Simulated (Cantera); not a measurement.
Source: NASA polynomial tables (part measured, part estimated), evaluated in Cantera. Values are per mole of reaction as written; species without (g) are pure solids or liquids, kept so even where they would boil at 1 bar.

CaBr2 + H2(g) ⇌ Ca(g) + 2 HBr(g), with ΔH° = 788.1 kJ and ΔS° = 291.8 J/K at 300 K.

Question: How far is the shortcut ΔG° ≈ ΔH°(300 K) − T·ΔS°(300 K) from the full temperature-dependent value at 773, 848, 923, 998, 1073, 1148, 1223, 1298 K?

Answer: 
```tsv
T (K)	shortcut (kJ)	full (kJ)	difference (kJ)	difference in log10 K	condensed phases
773	562.6	569.8	-7.2	0.49	CaBr2(s)
848	540.7	550.0	-9.3	0.57	CaBr2(s)
923	518.8	530.5	-11.6	0.66	CaBr2(s)
998	496.9	511.1	-14.1	0.74	CaBr2(s)
1073	475.1	493.6	-18.6	0.90	CaBr2(l)
1148	453.2	476.9	-23.7	1.08	CaBr2(l)
1223	431.3	460.5	-29.2	1.25	CaBr2(l)
1298	409.4	444.4	-34.9	1.41	CaBr2(l)
```
The shortcut ignores heat capacities and the phase changes listed.
